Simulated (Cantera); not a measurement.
Mixture: 14.4 % CH4, 18.0 % O2, 67.6 % N2, equivalence ratio 1.6, at 9.87 atm, adiabatic and at constant volume. Ignition delay is the time to a rise of 400 K.

Model: GRI-Mech 3.0 (53 species, 325 reactions), integrated in Cantera.

Question: Predict: delay at 1098 K; delay at 1198 K; delay at 1298 K; delay at 1398 K; delay at 1498 K; delay at 1598 K; apparent activation energy between 1398 and 1598 K.

Answer: 
```json
{
  "delay at 1098 K": "22.0 ms",
  "delay at 1198 K": "5.86 ms",
  "delay at 1298 K": "1.78 ms",
  "delay at 1398 K": "0.595 ms",
  "delay at 1498 K": "0.216 ms",
  "delay at 1598 K": "84.1 µs",
  "apparent activation energy between 1398 and 1598 K": "180 kJ/mol"
}
```
